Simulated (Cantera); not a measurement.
An adiabatic, constant-pressure homogeneous reactor starts with CO : H₂ : CH₄ : O₂ : N₂ : H₂O = 1 : 0.19 : 0.059 : 0.751 : 2.82 : 0.18 (molar parts), equivalence ratio 0.95, at 1525 K and 9.87 atm. Integrator tolerance rtol = 1e-08.

Computed with Cantera and GRI-Mech 3.0 (53 species, 325 reactions).

Q: What does this change do: initial temperature 1525 to 1125 K?

A: 
```
quantity                                                            before                                    after
---------------------------------  ---------------------------------------  ---------------------------------------
time of steepest temperature rise                                  4.94 µs                                 0.372 ms
temperature at 0.100 s                                              2886 K                                   2727 K
equilibrium temperature                                             2886 K                                   2727 K
x(CO) at 0.100 s                     0.0645 (gas-phase equilibrium 0.0645)    0.0435 (gas-phase equilibrium 0.0435)
x(H₂) at 0.100 s                   0.00505 (gas-phase equilibrium 0.00505)  0.00334 (gas-phase equilibrium 0.00334)
x(CH₄) at 0.100 s                    <1e-12 (gas-phase equilibrium <1e-12)    <1e-12 (gas-phase equilibrium <1e-12)
x(HCN) at 0.100 s                  3.99e-9 (gas-phase equilibrium 3.99e-9)  1.37e-9 (gas-phase equilibrium 1.37e-9)
x(CH₃) at 0.100 s                    <1e-12 (gas-phase equilibrium <1e-12)    <1e-12 (gas-phase equilibrium <1e-12)
```

Q: What does this change do: initial temperature 1525 to 1623 K?

A: 
| quantity | before | after |
|---|---|---|
| time of steepest temperature rise | 4.94 µs | 3.14 µs |
| temperature at 0.100 s | 2886 K | 2923 K |
| equilibrium temperature | 2886 K | 2923 K |
| x(CO) at 0.100 s | 0.0645 (gas-phase equilibrium 0.0645) | 0.0697 (gas-phase equilibrium 0.0697) |
| x(H₂) at 0.100 s | 0.00505 (gas-phase equilibrium 0.00505) | 0.00550 (gas-phase equilibrium 0.00550) |
| x(CH₄) at 0.100 s | <1e-12 (gas-phase equilibrium <1e-12) | <1e-12 (gas-phase equilibrium <1e-12) |
| x(HCN) at 0.100 s | 3.99e-9 (gas-phase equilibrium 3.99e-9) | 4.99e-9 (gas-phase equilibrium 4.99e-9) |
| x(CH₃) at 0.100 s | <1e-12 (gas-phase equilibrium <1e-12) | <1e-12 (gas-phase equilibrium <1e-12) |
